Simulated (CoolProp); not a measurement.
C2F6 (R116) along the isobar 4.42 MPa: Z from the reference equation and from simpler models built on Tc = 19.9 °C, pc = 3.048 MPa, ω = 0.257; each cubic takes its own stable root.

Values from CoolProp's reference Helmholtz-energy equation of state, Lemmon 2006. It is a short technical equation, of lower accuracy than the large ones.

```json
[
 {"T (°C)": "-73.55", "phase": "liquid", "reference": "0.2290"},
 {"T (°C)": "-58.55", "phase": "liquid", "reference": "0.2220"},
 {"T (°C)": "-43.45", "phase": "liquid", "reference": "0.2174"},
 {"T (°C)": "-28.45", "phase": "liquid", "reference": "0.2153"},
 {"T (°C)": "-13.45", "phase": "liquid", "reference": "0.2165"},
 {"T (°C)": "1.55", "phase": "liquid", "reference": "0.2226"},
 {"T (°C)": "16.65", "phase": "liquid", "reference": "0.2391"},
 {"T (°C)": "31.65", "phase": "supercritical", "reference": "0.3010"},
 {"T (°C)": "46.65", "phase": "supercritical", "reference": "0.5092"},
 {"T (°C)": "61.65", "phase": "supercritical", "reference": "0.6351"},
 {"T (°C)": "76.75", "phase": "supercritical", "reference": "0.7134"},
 {"T (°C)": "91.75", "phase": "supercritical", "reference": "0.7687"},
 {"T (°C)": "106.75", "phase": "supercritical", "reference": "0.8107"},
 {"T (°C)": "121.75", "phase": "supercritical", "reference": "0.8438"},
 {"T (°C)": "136.85", "phase": "supercritical", "reference": "0.8707"},
 {"T (°C)": "151.85", "phase": "supercritical", "reference": "0.8927"}
]
```

Q: How far does each simpler model (van der Waals, Redlich-Kwong, Soave-Redlich-Kwong, Peng-Robinson) lie from the reference over these 16 states: mean and median of the absolute difference, and the worst?

A: 
- van der Waals: mean 27.7 %, median 17.6 %, worst +53.8 % at -73.55 °C and 4.42 MPa
- Redlich-Kwong: mean 7.8 %, median 6.9 %, worst +14.8 % at 16.65 °C and 4.42 MPa
- Soave-Redlich-Kwong: mean 5.3 %, median 4.1 %, worst +17.0 % at 31.65 °C and 4.42 MPa
- Peng-Robinson: mean 3.9 %, median 2.4 %, worst +8.0 % at 31.65 °C and 4.42 MPa
